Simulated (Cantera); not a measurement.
**Equilibrium for aluminium nitride and oxide growth: AlCl3 + H2O + N2**

Feed: 1 mol AlCl3, 4.2 mol H2O, 500 mol N2, equilibrated at 180 Pa.

These are equilibrium values from Cantera (NASA tables, ideal gas, pure condensed phases), not measurements of a reactor. Candidate condensed phases: Al, AlCl3, AlN, Al2O3, H2O, NH4Cl; 45 gas species. Kinetics and transport are ignored.

From 1000 °C to 1750 °C the condensed part is Al2O3(s).

```json
[
 {"T (°C)": "1000", "log p N2": "-2.75", "log p HCl": "-4.97", "log p H2O": "-5.02", "log p Cl": "-7.37", "log p H": "-9.96", "log p H2": "-7.64", "log p OH": "-9.28", "log p NO": "-9.12", "n Al2O3(s)": "0.500"},
 {"T (°C)": "1075", "log p N2": "-2.75", "log p HCl": "-4.98", "log p H2O": "-5.02", "log p Cl": "-7.04", "log p H": "-9.28", "log p H2": "-7.29", "log p OH": "-8.80", "log p NO": "-8.68", "n Al2O3(s)": "0.500"},
 {"T (°C)": "1150", "log p N2": "-2.75", "log p HCl": "-4.98", "log p H2O": "-5.02", "log p Cl": "-6.75", "log p H": "-8.67", "log p H2": "-6.99", "log p OH": "-8.36", "log p NO": "-8.29", "n Al2O3(s)": "0.500"},
 {"T (°C)": "1225", "log p N2": "-2.75", "log p HCl": "-4.99", "log p H2O": "-5.02", "log p Cl": "-6.49", "log p H": "-8.12", "log p H2": "-6.71", "log p OH": "-7.97", "log p NO": "-7.94", "n Al2O3(s)": "0.500"},
 {"T (°C)": "1300", "log p N2": "-2.75", "log p HCl": "-4.99", "log p H2O": "-5.02", "log p Cl": "-6.25", "log p H": "-7.62", "log p H2": "-6.47", "log p OH": "-7.62", "log p NO": "-7.62", "n Al2O3(s)": "0.500"},
 {"T (°C)": "1375", "log p N2": "-2.75", "log p HCl": "-5.01", "log p H2O": "-5.03", "log p Cl": "-6.04", "log p H": "-7.17", "log p H2": "-6.25", "log p OH": "-7.30", "log p NO": "-7.33", "n Al2O3(s)": "0.500"},
 {"T (°C)": "1450", "log p N2": "-2.75", "log p HCl": "-5.03", "log p H2O": "-5.03", "log p Cl": "-5.86", "log p H": "-6.76", "log p H2": "-6.05", "log p OH": "-7.01", "log p NO": "-7.06", "n Al2O3(s)": "0.500"},
 {"T (°C)": "1525", "log p N2": "-2.75", "log p HCl": "-5.06", "log p H2O": "-5.05", "log p Cl": "-5.70", "log p H": "-6.39", "log p H2": "-5.87", "log p OH": "-6.75", "log p NO": "-6.82", "n Al2O3(s)": "0.500"},
 {"T (°C)": "1600", "log p N2": "-2.75", "log p HCl": "-5.10", "log p H2O": "-5.07", "log p Cl": "-5.55", "log p H": "-6.05", "log p H2": "-5.72", "log p OH": "-6.51", "log p NO": "-6.60", "n Al2O3(s)": "0.500"},
 {"T (°C)": "1675", "log p N2": "-2.75", "log p HCl": "-5.16", "log p H2O": "-5.11", "log p Cl": "-5.43", "log p H": "-5.74", "log p H2": "-5.59", "log p OH": "-6.30", "log p NO": "-6.40", "n Al2O3(s)": "0.500"},
 {"T (°C)": "1750", "log p N2": "-2.75", "log p HCl": "-5.23", "log p H2O": "-5.18", "log p Cl": "-5.33", "log p H": "-5.47", "log p H2": "-5.49", "log p OH": "-6.13", "log p NO": "-6.22", "n Al2O3(s)": "0.499"}
]
```
log p: log10 of the partial pressure in bar; n: condensed amount in mol.
